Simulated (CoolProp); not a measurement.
The numbers come from the reference Helmholtz-energy equation of state, Thol 2018 in CoolProp.

Give the vapour pressure (kPa), vapour density (kg/m³), liquid cp (kJ/(kg K)) of saturated hydrogen chloride at -55.15, -38.95 °C.


```csv
T (°C),p (kPa),vapour density (kg/m³),liquid cp (kJ/(kg K))
-55.15,428,9.34,1.70
-38.95,795,16.8,1.75
```
